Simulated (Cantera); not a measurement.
An isothermal, constant-pressure homogeneous reactor starts with C₂H₆ : H₂ = 1 : 2.9 (molar parts), at 1175 K and 0.200 bar. Integrator tolerance rtol = 1e-08.

Computed with Cantera and GRI-Mech 3.0 (53 species, 325 reactions). GRI-Mech 3.0 stops at C3 and has no aromatics, soot or wall deposition, so with more carbon than oxygen in the feed, carbon stays in small species such as C2H2 where larger ones or solid carbon would form.

Question: What does this change do: temperature 1175 to 1050 K?

Answer: 
```csv
quantity,before,after
x(C₂H₆) at 100 s,0.00135 (gas-phase equilibrium 0.000268),0.0165 (gas-phase equilibrium 0.000142)
x(H₂) at 100 s,0.621 (gas-phase equilibrium 0.520),0.673 (gas-phase equilibrium 0.489)
x(C₂H) at 100 s,4.12e-12 (gas-phase equilibrium <1e-12),<1e-12 (gas-phase equilibrium <1e-12)
x(C₂H₄) at 100 s,0.0545 (gas-phase equilibrium 0.0125),0.106 (gas-phase equilibrium 0.00123)
x(CH₄) at 100 s,0.298 (gas-phase equilibrium 0.460),0.200 (gas-phase equilibrium 0.509)
```

Question: What does this change do: pressure from 0.200 bar to 1.01 bar?

Answer: 
```json
[
 {"quantity": "x(C₂H₆) at 100 s", "before": "0.00135 (gas-phase equilibrium 0.000268)", "after": "0.00103 (gas-phase equilibrium 0.000337)"},
 {"quantity": "x(H₂) at 100 s", "before": "0.621 (gas-phase equilibrium 0.520)", "after": "0.506 (gas-phase equilibrium 0.493)"},
 {"quantity": "x(C₂H) at 100 s", "before": "4.12e-12 (gas-phase equilibrium <1e-12)", "after": "<1e-12 (gas-phase equilibrium <1e-12)"},
 {"quantity": "x(C₂H₄) at 100 s", "before": "0.0545 (gas-phase equilibrium 0.0125)", "after": "0.0100 (gas-phase equilibrium 0.00328)"},
 {"quantity": "x(CH₄) at 100 s", "before": "0.298 (gas-phase equilibrium 0.460)", "after": "0.482 (gas-phase equilibrium 0.503)"}
]
```
